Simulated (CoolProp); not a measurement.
R113 at several states: Z from the reference equation and from simpler models built on Tc = 214.1 °C, pc = 3392 kPa, ω = 0.253; each cubic takes its own stable root.

Values from CoolProp's reference Helmholtz-energy equation of state, Marx 1992.

```
T (°C)  p (kPa)   phase  reference
------  -------  ------  ---------
-28.35       36  liquid   0.001965
59.95      1410  liquid    0.06437
133.35     13.8     gas     0.9975
```

**Question.** How far does each simpler model (van der Waals, Redlich-Kwong, Soave-Redlich-Kwong, Peng-Robinson) lie from the reference over these 3 states: mean and median of the absolute difference, and the worst?

**Answer.** 
- van der Waals: mean 16691.2 %, median 61.6 %, worst +50012.0 % at -28.35 °C and 36 kPa
- Redlich-Kwong: mean 7.3 %, median 10.6 %, worst +11.4 % at 59.95 °C and 1410 kPa
- Soave-Redlich-Kwong: mean 5.3 %, median 7.4 %, worst +8.3 % at -28.35 °C and 36 kPa
- Peng-Robinson: mean 2.9 %, median 3.7 %, worst -5.0 % at 59.95 °C and 1410 kPa

At some of these states van der Waals gives the other phase, because its saturation line lies elsewhere.
